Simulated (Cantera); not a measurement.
**Thermodynamics of thermal oxidation and active oxidation of silicon, feed Si + O2 + N2**

A closed system holds: 1 mol Si, 0.22 mol O2, 5 mol N2, at 75.0 Torr.

Cantera equilibrium calculation (NASA polynomials, part measured and part estimated; ideal gas, pure solids and liquids). Candidate condensed phases: Si, SiO2, Si2N2O, Si3N4; 16 gas species. Mutual solubility and eutectic melting of coexisting phases are not modelled. The tables' values for SiN are old estimates; treat these amounts as uncertain. The numbers say what is thermodynamically allowed, not how fast it happens.

From 1573 K to 1923 K the condensed part is Si2N2O(s) + Si3N4(s). At 1973 K the condensed part is Si(l) + Si2N2O(s). From 2023 K to 2223 K the condensed part is Si(l). The main Si-bearing gas is SiO throughout.

| T (K) | x N2 | x SiO | x Si | x Si2N | x SiN | n Si2N2O(s) | n Si3N4(s) | n Si(l) |
|---|---|---|---|---|---|---|---|---|
| 1573 | 1.000 | 5.77e-6 | 8.32e-9 | 6.21e-11 | 2.51e-9 | 0.440 | 0.0400 | 0 |
| 1623 | 1.000 | 2.24e-5 | 4.21e-8 | 4.88e-10 | 1.05e-8 | 0.440 | 0.0400 | 0 |
| 1673 | 1.000 | 7.99e-5 | 1.93e-7 | 3.38e-9 | 4.05e-8 | 0.440 | 0.0401 | 0 |
| 1723 | 1.000 | 0.000264 | 8.11e-7 | 2.08e-8 | 1.44e-7 | 0.439 | 0.0404 | 0 |
| 1773 | 0.999 | 0.000816 | 3.13e-6 | 1.16e-7 | 4.75e-7 | 0.436 | 0.0412 | 0 |
| 1823 | 0.998 | 0.00236 | 1.12e-5 | 5.84e-7 | 1.47e-6 | 0.429 | 0.0435 | 0 |
| 1873 | 0.993 | 0.00646 | 3.76e-5 | 2.70e-6 | 4.26e-6 | 0.411 | 0.0497 | 0 |
| 1923 | 0.983 | 0.0168 | 0.000118 | 1.16e-5 | 1.17e-5 | 0.363 | 0.0654 | 0 |
| 1973 | 0.952 | 0.0472 | 0.000316 | 3.65e-5 | 2.71e-5 | 0.202 | 0 | 0.356 |
| 2023 | 0.918 | 0.0808 | 0.000569 | 5.47e-5 | 4.25e-5 | 0 | 0 | 0.556 |
| 2073 | 0.918 | 0.0808 | 0.000997 | 8.17e-5 | 6.65e-5 | 0 | 0 | 0.553 |
| 2123 | 0.917 | 0.0807 | 0.00170 | 0.000120 | 0.000102 | 0 | 0 | 0.549 |
| 2173 | 0.916 | 0.0806 | 0.00283 | 0.000172 | 0.000153 | 0 | 0 | 0.541 |
| 2223 | 0.914 | 0.0805 | 0.00460 | 0.000243 | 0.000224 | 0 | 0 | 0.530 |
x: gas mole fraction; n: condensed amount in mol.
